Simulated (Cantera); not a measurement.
An adiabatic, constant-volume homogeneous reactor starts with H2 : O2 : N2 = 1 : 0.581 : 2.19 (molar parts), equivalence ratio 0.86, at 1000 K and 1800000 Pa. Integrator tolerance rtol = 1e-08.

Computed with Cantera and GRI-Mech 3.0 (53 species, 325 reactions). The hydrogen kinetics of GRI-Mech 3.0 are dated; newer H2 mechanisms differ, most at raised pressure. The pressure lies above the range GRI-Mech 3.0 was tuned for (to about 10 atm). Above 3000 K some thermodynamic fits are extrapolated.

**Question.** What does this change do: 0.048 parts H2O added?

**Answer.** 
| quantity | before | after |
|---|---|---|
| time of steepest temperature rise | 6.49 ms | 6.61 ms |
| temperature at 1.00 s | 3029 K | 3002 K |
| equilibrium temperature | 3029 K | 3002 K |
| x(H2) at 1.00 s | 0.0142 (gas-phase equilibrium 0.0142) | 0.0137 (gas-phase equilibrium 0.0137) |
| x(O2) at 1.00 s | 0.0192 (gas-phase equilibrium 0.0192) | 0.0191 (gas-phase equilibrium 0.0191) |
| x(H) at 1.00 s | 0.00299 (gas-phase equilibrium 0.00299) | 0.00271 (gas-phase equilibrium 0.00271) |
| x(NO) at 1.00 s | 0.0137 (gas-phase equilibrium 0.0137) | 0.0131 (gas-phase equilibrium 0.0131) |
| x(H2O) at 1.00 s | 0.275 (gas-phase equilibrium 0.275) | 0.287 (gas-phase equilibrium 0.287) |
| x(H2O2) at 1.00 s | 4.79e-6 (gas-phase equilibrium 4.79e-6) | 4.75e-6 (gas-phase equilibrium 4.75e-6) |
| x(NO2) at 1.00 s | 1.62e-5 (gas-phase equilibrium 1.62e-5) | 1.57e-5 (gas-phase equilibrium 1.57e-5) |

**Question.** What does this change do: N2 2.19 to 5.4 parts?

**Answer.** 
| quantity | before | after |
|---|---|---|
| time of steepest temperature rise | 6.49 ms | 10.5 ms |
| temperature at 1.00 s | 3029 K | 2283 K |
| equilibrium temperature | 3029 K | 2283 K |
| x(H2) at 1.00 s | 0.0142 (gas-phase equilibrium 0.0142) | 0.000455 (gas-phase equilibrium 0.000455) |
| x(O2) at 1.00 s | 0.0192 (gas-phase equilibrium 0.0192) | 0.0105 (gas-phase equilibrium 0.0105) |
| x(H) at 1.00 s | 0.00299 (gas-phase equilibrium 0.00299) | 3.07e-5 (gas-phase equilibrium 3.07e-5) |
| x(NO) at 1.00 s | 0.0137 (gas-phase equilibrium 0.0137) | 0.00349 (gas-phase equilibrium 0.00349) |
| x(H2O) at 1.00 s | 0.275 (gas-phase equilibrium 0.275) | 0.153 (gas-phase equilibrium 0.153) |
| x(H2O2) at 1.00 s | 4.79e-6 (gas-phase equilibrium 4.79e-6) | 4.10e-7 (gas-phase equilibrium 4.10e-7) |
| x(NO2) at 1.00 s | 1.62e-5 (gas-phase equilibrium 1.62e-5) | 5.51e-6 (gas-phase equilibrium 5.51e-6) |
